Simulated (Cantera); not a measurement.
What does this Cantera script print?

```python
import numpy as np
import cantera as ct

gas_names = """
    CF3 CuF2 CF4 CF2
""".split()
cond_names = """
    Cu(cr) Cu(L)
""".split()


# ... load() reads the species with a 1 bar reference pressure and builds the phases ...
species = {s.name: s for s in load("nasa_gas.yaml", gas_names) + load("nasa_condensed.yaml", cond_names)}
# Each term lists the table entries of one substance; the one whose range holds T is used.
reactions = {
    '2 CF3(g) + CuF2(g) = Cu + 2 CF4(g)':
        [(-2, ['CF3']), (-1, ['CuF2']), (1, ['Cu(cr)', 'Cu(L)']), (2, ['CF4'])],
    'CF2(g) + CuF2(g) = Cu + CF4(g)':
        [(-1, ['CF2']), (-1, ['CuF2']), (1, ['Cu(cr)', 'Cu(L)']), (1, ['CF4'])],
}


def pick(names, T):
    return next(species[n] for n in names if species[n].thermo.min_temp <= T <= species[n].thermo.max_temp)


results = []
for label, terms in reactions.items():
    print(label)
    print("     T/K   dH/kJ  dS/(J/K)   dG/kJ   log10 K")
    for T in [1750, 1800, 1850, 1900, 1950, 2000, 2050, 2100, 2150, 2200]:
        used = [(nu, pick(names, T)) for nu, names in terms]
        dH = sum(nu * s.thermo.h(T) for nu, s in used) / 1e6
        dS = sum(nu * s.thermo.s(T) for nu, s in used) / 1e3
        dG = dH - T * dS / 1e3
        logK = -dG * 1e6 / (ct.gas_constant * T * np.log(10))
        results.append((label, T, dH, dS, dG, logK, [s.name for _, s in used]))
        print(f"{T:8g} {dH:8.1f} {dS:8.1f} {dG:8.1f} {logK:8.2f}")
```

Output:

```
2 CF3(g) + CuF2(g) = Cu + 2 CF4(g)
     T/K   dH/kJ  dS/(J/K)   dG/kJ   log10 K
    1750   -622.8   -209.9   -255.4     7.62
    1800   -621.7   -209.3   -245.0     7.11
    1850   -620.6   -208.7   -234.5     6.62
    1900   -619.4   -208.1   -224.1     6.16
    1950   -618.3   -207.5   -213.7     5.72
    2000   -617.2   -206.9   -203.3     5.31
    2050   -616.1   -206.4   -193.0     4.92
    2100   -614.9   -205.8   -182.7     4.54
    2150   -613.8   -205.3   -172.4     4.19
    2200   -612.7   -204.8   -162.2     3.85
CF2(g) + CuF2(g) = Cu + CF4(g)
     T/K   dH/kJ  dS/(J/K)   dG/kJ   log10 K
    1750   -448.6   -182.6   -129.1     3.85
    1800   -447.5   -182.0   -120.0     3.48
    1850   -446.4   -181.3   -110.9     3.13
    1900   -445.2   -180.7   -101.8     2.80
    1950   -444.1   -180.2    -92.8     2.49
    2000   -443.0   -179.6    -83.8     2.19
    2050   -441.9   -179.0    -74.9     1.91
    2100   -440.8   -178.5    -65.9     1.64
    2150   -439.7   -178.0    -57.0     1.39
    2200   -438.6   -177.5    -48.1     1.14
```

Source: NASA polynomial tables (part measured, part estimated), evaluated in Cantera. Condensed species are held in their standard states even where they would react or evaporate.
